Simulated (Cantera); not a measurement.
Charge: 1 mol CH3F, 0.48 mol F2, held at 2400 K and 24.0 Pa.

Cantera equilibrium calculation (NASA polynomials, part measured and part estimated; ideal gas, pure solids and liquids). Candidate condensed phases: C, C6H6, C7H8, C8H18; 95 gas species. Kinetics and transport are ignored.

### Question
What is the equilibrium state?

### Answer
```
Property                 Value
-------------------  ---------
x(HF)                    0.684
x(H)                     0.250
x(H2)                   0.0595
x(F)                   0.00459
x(C2H2 (acetylene))   0.000415
x(C3)                 0.000409
x(C)                  0.000166
x(CF)                 0.000109
x(C2H)                0.000100
n(C(graphite))       0.993 mol
gas amount           2.845 mol
```
